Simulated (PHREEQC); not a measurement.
A solution holds 0.21 mol NH3, 0.00045 mol K2SiO3 and 4.6e-05 mol (CH3)4NCl per kg of water, at 90 °C. Closed to the air; pH follows from the charge balance.

The numbers come from PHREEQC with the ion-association model, wateq4f.dat.

Each row changes one thing in this solution. This is a speciation only: nothing precipitates in the calculation.

| case | pH | ionic strength (mol/kgw) | NH4+ (mol/kgw) | H3SiO4- (mol/kgw) | H4SiO4 (mol/kgw) | H2SiO4-2 (mol/kgw) | SI of Quartz (SiO2) |
|---|---|---|---|---|---|---|---|
| as made | 9.75 | 0.00262 | 0.00167 | 0.000359 | 8.77e-5 | 2.95e-6 | -0.86 |
| temperature from 90 to 55 °C | [?] | 0.00279 | 0.00184 | 0.000409 | 3.54e-5 | 5.30e-6 | -0.87 |
| (CH3)4NCl from 4.6e-05 to 0.00023 mol/kgw | 9.75 | 0.00280 | 0.00167 | 0.000360 | 8.76e-5 | 2.97e-6 | -0.86 |
| NH3 from 0.21 to 0.231 mol/kgw | 9.76 | 0.00271 | 0.00176 | 0.000362 | 8.48e-5 | 3.10e-6 | -0.87 |
| (CH3)4NCl from 4.6e-05 to 9.2e-05 mol/kgw | 9.75 | 0.00266 | 0.00167 | 0.000359 | 8.77e-5 | 2.95e-6 | -0.86 |
| diluted 5-fold with water | 9.37 | 0.000963 | 0.000773 | 5.61e-5 | 3.37e-5 | 1.79e-7 | [?] |
| NH3 from 0.21 to 0.042 mol/kgw | [?] | 0.00155 | 0.000598 | 0.000309 | 0.000140 | 1.33e-6 | [?] |
| diluted 10-fold with water | 9.21 | 0.000645 | 0.000550 | 2.40e-5 | 2.10e-5 | 5.18e-8 | [?] |

Q: Fill in the missing entries.

A: 
- temperature from 90 to 55 °C, pH: 10.49
- diluted 5-fold with water, SI of Quartz (SiO2): -1.28
- NH3 from 0.21 to 0.042 mol/kgw, pH: 9.48
- NH3 from 0.21 to 0.042 mol/kgw, SI of Quartz (SiO2): -0.66
- diluted 10-fold with water, SI of Quartz (SiO2): -1.48

Complexes and solids missing from the database can't appear. (CH3)4N+ isn't in the database: it is added as a free cation with an ion size of 4 Å. Constants without temperature data keep their 25 °C values here.
